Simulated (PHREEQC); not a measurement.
Consider water at 20 °C with 0.0037 mol/kgw (CH3)4NF. Closed to the air; pH follows from the charge balance.

Equilibrium calculation in PHREEQC: ion-association model, phreeqc.dat.

Each row changes one thing in this solution. No solid was allowed to form.

| case | pH | ionic strength (mol/kgw) | HF (mol/kgw) | HF2- (mol/kgw) |
|---|---|---|---|---|
| as made | 7.45 | 0.00370 | 1.68e-7 | 2.28e-9 |
| (CH3)4NF from 0.0037 to 0.00333 mol/kgw | 7.43 | 0.00333 | 1.58e-7 | 1.93e-9 |
| (CH3)4NF replaced by NH4HF2 at the same molality | ___ | 0.00430 | 0.00305 | 4.78e-5 |
| diluted 10-fold with water | 7.17 | 0.000370 | 3.37e-8 | 4.59e-11 |
| diluted 2-fold with water | ___ | 0.00185 | ___ | ___ |
| 0.0029 mol/kgw ZnBr2 added | 6.27 | 0.0122 | 2.37e-6 | 3.15e-8 |
| (CH3)4NF replaced by LiF at the same molality | 7.45 | 0.00370 | 1.68e-7 | 2.28e-9 |
| (CH3)4NF from 0.0037 to 0.00074 mol/kgw | ___ | 0.000740 | 5.82e-8 | 1.58e-10 |

Fill in the missing entries.


- (CH3)4NF replaced by NH4HF2 at the same molality, pH: 3.25
- diluted 2-fold with water, pH: 7.34
- diluted 2-fold with water, HF (mol/kgw): 1.10e-7
- diluted 2-fold with water, HF2- (mol/kgw): 7.48e-10
- (CH3)4NF from 0.0037 to 0.00074 mol/kgw, pH: 7.23

(CH3)4N+ isn't in the database: it is added as a free cation with an ion size of 4 Å.
